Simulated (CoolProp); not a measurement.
Vapour-liquid equilibrium of propane (1) + R134a (2) at 14.2 bar; x and y are mole fractions of (1).

Model: multi-fluid Helmholtz-energy mixture model, Lemmon 2009 and Tillner-Roth 1994; pair parameters Bell 2016, in CoolProp.

| x | bubble temperature (°C) | y at the bubble point | dew temperature at overall composition x (°C) | liquid density (mol/L) |
|---|---|---|---|---|
| 0.05 | 47.8 | 0.133 | 51.0 | 10.74 |
| 0.15 | 40.6 | 0.314 | 47.1 | 10.78 |
| 0.25 | 36.5 | 0.420 | 43.1 | 10.72 |
| 0.35 | 34.2 | 0.489 | 39.2 | 10.62 |
| 0.45 | 32.9 | 0.540 | 35.4 | 10.54 |
| 0.55 | 32.3 | 0.585 | 32.7 | 10.49 |
| 0.65 | 32.2 | 0.633 | 32.3 | 10.48 |
| 0.75 | 32.8 | 0.690 | 34.0 | 10.50 |
| 0.85 | 34.5 | 0.772 | 36.7 | 10.55 |
| 0.95 | 38.3 | 0.902 | 39.9 | 10.56 |

y crosses x between x = 0.55 and 0.65: the model has an azeotrope there.

The pair parameters rest on a limited set of measurements; away from them the model extrapolates. With so large a gap from Raoult's law the liquid may split in two, which this calculation doesn't test in full.
